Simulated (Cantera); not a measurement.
**Thermodynamics of iron carbonyl, mercury and lead vapours, feed Hg + O₂ + H₂**

Charge: 1 mol Hg, a varied amount of O₂, 0.12 mol H₂, equilibrated at 802 °C and 1700 Pa.

Cantera equilibrium calculation (NASA polynomials, part measured and part estimated; ideal gas, pure solids and liquids). Candidate condensed phases: H₂O, Hg, HgO; 10 gas species. The numbers say what is thermodynamically allowed, not how fast it happens.

| n(O₂) (mol) | log p Hg | log p O₂ | log p H₂O | log p H₂ | log p OH | log p H | log p O | log p HO₂ |
|---|---|---|---|---|---|---|---|---|
| 0.017 | -1.82 | <-13 | -3.29 | -2.88 | -12.10 | -9.28 | <-13 | <-13 |
| 0.024 | -1.82 | <-13 | -3.14 | -2.96 | -11.91 | -9.31 | <-13 | <-13 |
| 0.034 | -1.82 | <-13 | -2.99 | -3.10 | -11.69 | -9.38 | <-13 | <-13 |
| 0.047 | -1.82 | <-13 | -2.85 | -3.40 | -11.40 | -9.54 | <-13 | <-13 |
| 0.066 | -1.82 | -4.04 | -2.74 | -9.87 | -8.06 | -12.77 | -10.90 | -11.94 |
| 0.092 | -1.83 | -3.33 | -2.75 | -10.24 | -7.89 | -12.96 | -10.55 | -11.41 |
| 0.13 | -1.85 | -3.00 | -2.77 | -10.42 | -7.81 | -13.04 | -10.38 | -11.17 |
| 0.18 | -1.86 | -2.78 | -2.78 | -10.55 | -7.77 | -13.11 | -10.27 | -11.02 |
| 0.25 | -1.89 | -2.61 | -2.81 | -10.66 | -7.73 | -13.16 | -10.19 | -10.90 |
| 0.34 | -1.92 | -2.47 | -2.84 | -10.76 | -7.71 | -13.21 | -10.12 | -10.81 |
| 0.48 | -1.96 | -2.33 | -2.88 | -10.87 | -7.70 | -13.27 | -10.05 | -10.73 |
| 0.67 | -2.01 | -2.22 | -2.93 | -10.97 | -7.70 | -13.32 | -9.99 | -10.67 |
log p: log10 of the partial pressure in bar; nothing condenses.

From 0.017 mol O₂ to 0.67 mol O₂ nothing is condensed. The main Hg-bearing gas is Hg throughout.
